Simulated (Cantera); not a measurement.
# Equilibrium for silicon carbide growth: Si(CH3)4 + C3H8 + H2

Charge: 1 mol Si(CH3)4, 0.36 mol C3H8, 1200 mol H2, equilibrated at 1127 °C.

Method: chemical equilibrium by Gibbs-energy minimisation in Cantera with the NASA 1993 tables (ideal gas, pure condensed phases). Candidate condensed phases: C, C6H6, C7H8, C8H18, Si, SiC; 87 gas species. Equilibrium is a limit: real reactors are often held back by kinetics, nucleation or transport.

From 0.750 Torr to 345 Torr the condensed part is C(graphite) + SiC(s). At 750 Torr the condensed part is SiC(s).

| P (Pa) | x H2 | x CH4 | x H | x C2H2 (acetylene) | x C2H4 | x CH3 | x C2H6 | n C(graphite) | n SiC(s) |
|---|---|---|---|---|---|---|---|---|---|
| 100 | 1.000 | 4.32e-6 | 0.000154 | 2.52e-6 | 2.10e-9 | 1.33e-8 | <1e-12 | 4.07 | 1.000 |
| 220 | 1.000 | 9.50e-6 | 0.000104 | 2.52e-6 | 4.61e-9 | 1.97e-8 | <1e-12 | 4.06 | 1.000 |
| 460 | 1.000 | 1.99e-5 | 7.17e-5 | 2.52e-6 | 9.65e-9 | 2.85e-8 | <1e-12 | 4.05 | 1.000 |
| 1000 | 1.000 | 4.32e-5 | 4.86e-5 | 2.52e-6 | 2.10e-8 | 4.21e-8 | 4.15e-12 | 4.02 | 1.000 |
| 2200 | 1.000 | 9.50e-5 | 3.28e-5 | 2.52e-6 | 4.61e-8 | 6.24e-8 | 2.01e-11 | 3.96 | 1.000 |
| 4600 | 1.000 | 0.000199 | 2.27e-5 | 2.52e-6 | 9.65e-8 | 9.02e-8 | 8.77e-11 | 3.83 | 1.000 |
| 10000 | 1.000 | 0.000432 | 1.54e-5 | 2.52e-6 | 2.10e-7 | 1.33e-7 | 4.14e-10 | 3.55 | 1.000 |
| 22000 | 0.999 | 0.000949 | 1.04e-5 | 2.52e-6 | 4.61e-7 | 1.97e-7 | 2.00e-9 | 2.93 | 1.000 |
| 46000 | 0.998 | 0.00198 | 7.16e-6 | 2.51e-6 | 9.61e-7 | 2.85e-7 | 8.73e-9 | 1.69 | 1.000 |
| 100000 | 0.997 | 0.00338 | 4.86e-6 | 1.56e-6 | 1.30e-6 | 3.30e-7 | 2.56e-8 | 0 | 1.000 |
x: gas mole fraction; n: condensed amount in mol.
